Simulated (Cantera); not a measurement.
Thermodynamics of aluminium and copper etching, feed Al + Cl2 + H2

Charge: 1 mol Al, a varied amount of Cl2, 0.57 mol H2, equilibrated at 13.3 mbar.

These are equilibrium values from Cantera (NASA tables, ideal gas, pure condensed phases), not measurements of a reactor. Candidate condensed phases: Al, AlCl3; 12 gas species. The tables' values for AlCl2 are old estimates. Equilibrium is a limit: real reactors are often held back by kinetics, nucleation or transport.

Stable condensed phases:

```
T in K \ n(Cl2) in mol
          0.5 0.65 0.86  1.1  1.5  1.9  2.5  3.3
   1475     A    B    B    B    B    B    B    B
   1400     A    B    B    B    B    B    B    B
   1325     A    B    B    B    B    B    B    B
   1250     A    B    B    B    B    B    B    B
   1175     A    A    B    B    B    B    B    B
   1100     A    A    A    B    B    B    B    B
   1025     A    A    A    A    B    B    B    B
    950     A    A    A    A    B    B    B    B
    875     A    A    A    A    B    B    B    B
    800     A    A    A    A    B    B    B    B
    725     A    A    A    A    B    B    B    B
```

A: Al; B: gas only.
